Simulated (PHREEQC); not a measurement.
Na2CO3 is added in steps, without added water, to 1 kg of water holding 0.022 mol ZnSO4, 0.1 mol NaCl and 0.00051 mol HCl, at 25 °C. Oxygen alone is held at its pressure in air (log pO2 = -0.68). The system is closed to CO2. Solids allowed: Zn(OH)2-e, ZnCO3:H2O, Zn4(OH)6SO4, Zn5(OH)8Cl2, Halite, Mirabilite, Goslarite, Nahcolite, Natron. Others were left out.

Base run: PHREEQC, ion-association model, wateq4f.dat. Each further column changes one thing. The table gives Zn+2 (mol/kgw).

```json
[
 {"Na2CO3 added (mol)": "0", "base": "0.0149", "diluted 2-fold with water": "0.00803", "HCl replaced by ZnCl2 at the same molality": "0.0152", "no solid may form": "0.0149"},
 {"Na2CO3 added (mol)": "0.016", "base": "0.00404", "diluted 2-fold with water": "3.99e-7", "HCl replaced by ZnCl2 at the same molality": "0.00416", "no solid may form": "0.00688"},
 {"Na2CO3 added (mol)": "0.032", "base": "2.38e-7", "diluted 2-fold with water": "6.61e-8", "HCl replaced by ZnCl2 at the same molality": "2.47e-7", "no solid may form": "0.00217"},
 {"Na2CO3 added (mol)": "0.056", "base": "5.94e-8", "diluted 2-fold with water": "1.11e-8", "HCl replaced by ZnCl2 at the same molality": "6.00e-8", "no solid may form": "1.84e-6"},
 {"Na2CO3 added (mol)": "0.072", "base": "4.20e-8", "diluted 2-fold with water": "6.36e-9", "HCl replaced by ZnCl2 at the same molality": "4.22e-8", "no solid may form": "3.92e-7"},
 {"Na2CO3 added (mol)": "0.088", "base": "3.36e-8", "diluted 2-fold with water": "4.39e-9", "HCl replaced by ZnCl2 at the same molality": "3.37e-8", "no solid may form": "1.84e-7"},
 {"Na2CO3 added (mol)": "0.104", "base": "2.74e-8", "diluted 2-fold with water": "3.35e-9", "HCl replaced by ZnCl2 at the same molality": "2.84e-8", "no solid may form": "1.13e-7"},
 {"Na2CO3 added (mol)": "0.128", "base": "1.68e-8", "diluted 2-fold with water": "2.49e-9", "HCl replaced by ZnCl2 at the same molality": "1.73e-8", "no solid may form": "6.99e-8"},
 {"Na2CO3 added (mol)": "0.144", "base": "1.32e-8", "diluted 2-fold with water": "2.14e-9", "HCl replaced by ZnCl2 at the same molality": "1.36e-8", "no solid may form": "5.56e-8"},
 {"Na2CO3 added (mol)": "0.16", "base": "1.09e-8", "diluted 2-fold with water": "1.89e-9", "HCl replaced by ZnCl2 at the same molality": "1.12e-8", "no solid may form": "4.63e-8"}
]
```

The database's zinc carbonate complexes are estimates, stronger than later reviews accept. In at least one series the solution becomes supersaturated in solids that the run did not let form, among them Zn(OH)2-e, ZnCO3:H2O, Zn4(OH)6SO4, Zn5(OH)8Cl2.
